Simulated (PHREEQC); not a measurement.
Make-up at 75 °C: 100 mmol/kgw MgCl2, 4.1 mmol/kgw NaHCO3 and 0.038 mmol/kgw MgSO4. Closed to the air; pH follows from the charge balance.

The numbers come from PHREEQC with the ion-association model, wateq4f.dat.

Question: The ionic strength comes out as 0.301 mol/kgw. What activity coefficients do HCO3-, Cl-, Mg+2, OH-, NaCO3- get?

Answer: HCO3- 0.70, Cl- 0.66, Mg+2 0.28, OH- 0.65, NaCO3- 0.70.

No solid was allowed to form. Saturation is exceeded, for instance for Magnesite (slow to form); the values hold only as long as no solid forms. Complexes and solids missing from the database can't appear. Away from 25 °C the constants follow the database's enthalpies or fits; those with neither stay at their 25 °C values.
